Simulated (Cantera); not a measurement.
An adiabatic, constant-pressure homogeneous reactor starts with CH₄ : C₂H₆ : C₃H₈ : O₂ : N₂ : CO₂ = 1 : 0.13 : 0.51 : 3.34 : 12.5 : 0.87 (molar parts), at 1600 K and 14.8 atm.

Cantera simulation using GRI-Mech 3.0 (53 species, 325 reactions); the numbers are that mechanism's predictions, not measurements. GRI-Mech 3.0 was tuned for natural gas; its chemistry of propane as a main component is partial and can be far from experiment. The pressure lies above the range GRI-Mech 3.0 was tuned for (to about 10 atm).

One state of this run: T (K) = 2860; x CH₄ = 1.42e-11; x C₂H₆ = <1e-12; x C₃H₈ = <1e-12; x O₂ = 0.000618; x H₂ = 0.0461. x: mole fraction; the columns are a selection and need not sum to one.

**Question.** Which value of t (s) does it belong to?
A. 0.00797
B. 2.00e-6
C. 5.64e-6
D. 1.59e-5

**Answer.** A, 0.00797
